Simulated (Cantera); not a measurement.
# Thermodynamics of carbothermic reduction, feed PbO + CO + H2

Charge: 1 mol PbO, 1.1 mol CO, 8.4 mol H2, at 0.100 bar.

Cantera equilibrium calculation (NASA polynomials, part measured and part estimated; ideal gas, pure solids and liquids). Candidate condensed phases: C, C6H6, C7H8, C8H18, H2O, Pb, PbO, PbO2, Pb3O4; 113 gas species. The numbers say what is thermodynamically allowed, not how fast it happens.

```
T (°C)   x H2    x CO    x Pb   x H2O      x H    x CO2
------  -----  ------  ------  ------  -------  -------
1575    0.707   0.101  0.0951  0.0918  0.00141  0.00329
1625    0.706   0.102  0.0951  0.0919  0.00208  0.00315
1675    0.705   0.102  0.0950  0.0920  0.00300  0.00302
1725    0.704   0.102  0.0950  0.0920  0.00426  0.00290
1775    0.703   0.102  0.0949  0.0920  0.00594  0.00280
1825    0.701   0.102  0.0948  0.0919  0.00815  0.00270
1875    0.698   0.102  0.0946  0.0918   0.0110  0.00262
1925    0.695   0.101  0.0944  0.0916   0.0147  0.00254
1975    0.691   0.101  0.0942  0.0913   0.0193  0.00246
2025    0.686   0.101  0.0939  0.0909   0.0251  0.00239
2075    0.680   0.101  0.0935  0.0904   0.0322  0.00233
2125    0.673   0.100  0.0930  0.0897   0.0409  0.00227
2175    0.664  0.0998  0.0925  0.0889   0.0513  0.00221
2225    0.653  0.0992  0.0919  0.0878   0.0637  0.00215
```
x: gas mole fraction; nothing condenses.

From 1575 °C to 2225 °C nothing is condensed. The main Pb-bearing gas is Pb throughout.
